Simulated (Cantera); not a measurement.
Source: NASA polynomial tables (part measured, part estimated), evaluated in Cantera. Values are per mole of reaction as written; species without (g) are pure solids or liquids, kept so even where they would boil at 1 bar.

Problem. Between 300 and 1298 K, where is each reaction favourable under standard conditions?
- 3 SO₂(g) + 6 Na → 2 O₃(g) + 3 Na₂S

Solution. 
- 3 SO₂(g) + 6 Na → 2 O₃(g) + 3 Na₂S: ΔG° is 161 kJ at 300 K and 452 kJ at 1298 K; it stays positive (K < 1). ΔH° is 143 kJ and ΔS° -238 J/K at 1298 K.
